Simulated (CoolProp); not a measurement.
Vapour-liquid equilibrium of CHF3 (R23) (1) + R113 (2) at 255.3 K; x and y are mole fractions of (1).

Values from CoolProp's multi-fluid Helmholtz-energy mixture model, Penoncello 2003 and Marx 1992; pair parameters Bell 2016.

```tsv
x	bubble pressure, mixture model (MPa)	bubble pressure, Raoult's law (MPa)	y, mixture model	y, Raoult's law
0.05	0.1404	0.08016	0.957	0.930
0.2	(withheld)	0.3030	(withheld)	0.984
0.35	0.9052	0.5258	0.993	0.993
0.5	1.081	0.7487	0.994	0.996
0.65	1.160	0.9715	0.994	0.998
0.8	(withheld)	1.194	0.995	0.999
0.95	1.403	1.417	0.998	1.000
```

**Question.** Fill in the missing entries.

**Answer.** 
- 0.2, bubble pressure, mixture model (MPa): 0.5706
- 0.2, y, mixture model: 0.989
- 0.8, bubble pressure, mixture model (MPa): 1.239

The largest gap from Raoult's law is +88.3 % in bubble pressure, at x = 0.2. No azeotrope shows between x = 0.05 and 0.95.

Pair parameters are fitted to limited data, so mixtures are less certain than the pure fluids. The gap from Raoult's law changes sign with composition, which may be real or a fault of the pair parameters; it wasn't checked against measurements. With so large a gap from Raoult's law the liquid may split in two, which this calculation doesn't test in full.
